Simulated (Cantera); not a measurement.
A Cantera script and its output.

```python
import numpy as np
import cantera as ct

gas = ct.Solution("SiF4_NH3_mec.yaml", "gas")
gas.TPX = 1975, 1333, {'NH3': 1, 'H2': 3.4}
inlet = ct.Reservoir(gas, clone=True)

reactor = ct.IdealGasConstPressureReactor(gas, energy="off", clone=False)
exhaust = ct.Reservoir(gas, clone=True)
tau = [6.1, 1.2, 0.22, 0.043, 0.0082, 0.0016, 0.0003][0]
for a, b in ((inlet, reactor), (reactor, exhaust)):
    ct.MassFlowController(a, b, mdot=lambda t: reactor.mass / tau)
net = ct.ReactorNet([reactor])
show = ['NH3', 'H2', 'N2H2', 'NH2', 'N2', 'NH', 'N']

rows = []
print(f"{'tau/s':>10s}{'T/K':>9s}" + "".join(f"{s:>11s}" for s in show))
for tau in [6.1, 1.2, 0.22, 0.043, 0.0082, 0.0016, 0.0003]:
    net.initial_time = 0.0
    net.advance(30 * tau)
    before = gas.X
    net.advance(40 * tau)
    drift = np.max(np.abs(gas.X - before) / (gas.X + 1e-9))
    rows.append([gas.T, *gas[show].X, drift])
    print(f"{tau:10.3e}{gas.T:9.1f}" + "".join(f"{x:11.3e}" for x in gas[show].X))
```

It prints:

```
     tau/s      T/K        NH3         H2       N2H2        NH2         N2         NH          N
 6.100e+00   1975.0  6.228e-02  8.694e-01  3.544e-07  2.137e-04  6.707e-02  8.728e-06  1.156e-06
 1.200e+00   1975.0  1.461e-01  8.199e-01  9.902e-07  3.838e-04  3.284e-02  1.182e-05  1.178e-06
 2.200e-01   1975.0  2.065e-01  7.841e-01  1.432e-06  4.753e-04  8.189e-03  1.271e-05  1.098e-06
 4.300e-02   1975.0  2.238e-01  7.740e-01  1.093e-06  4.347e-04  1.170e-03  9.845e-06  7.195e-07
 8.200e-03   1975.0  2.270e-01  7.726e-01  1.212e-07  1.813e-04  2.205e-05  1.724e-06  5.303e-08
 1.600e-03   1975.0  2.272e-01  7.727e-01  3.107e-09  3.662e-05  9.987e-08  7.037e-08  4.393e-10
 3.000e-04   1975.0  2.273e-01  7.727e-01  8.551e-11  6.887e-06  4.074e-10  2.364e-09  2.649e-12
```

Detailed kinetics in Cantera: the gas-phase N/H chemistry of the illustrative SiF4/NH3 mechanism in the Surface Chemkin manual (1991). Walls and surfaces, which speed up NH3 decomposition in real reactors, are not modelled.
